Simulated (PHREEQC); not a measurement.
# Hard or scaling water

A solution holds 0.015 mol/kgw CaCl2, 4.9e-05 mol/kgw NaHCO3 and 0.027 mol/kgw MgSO4, at 25 °C. Closed to the air; pH follows from the charge balance.

All values are PHREEQC results (ion-association model, phreeqc.dat), not measurements.

No solid was allowed to form.

**Question.** What pH does the model give?

**Answer.** pH 7.50.

**Question.** In which forms is S present?

**Answer.** SO4-2 53 %, MgSO4 33 %, CaSO4 15 % of the S.

Complexes and solids missing from the database can't appear.
